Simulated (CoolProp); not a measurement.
Vapour-liquid equilibrium of toluene (1) + p-xylene (2) at 0.318 MPa; x and y are mole fractions of (1).

Computed with CoolProp (multi-fluid Helmholtz-energy mixture model, Lemmon 2006 and Zhou 2012; pair parameters Bell 2016).

**Question.** Give the bubble temperature and the first vapour's composition at x = 0.25, 0.45, 0.85. Is there an azeotrope?

**Answer.** x = 0.25: 450.7 K, y = 0.372; x = 0.45: 444.1 K, y = 0.596; x = 0.85: 433.1 K, y = 0.911. No azeotrope shows between x = 0.05 and 0.95.

The pair parameters rest on a limited set of measurements; away from them the model extrapolates.
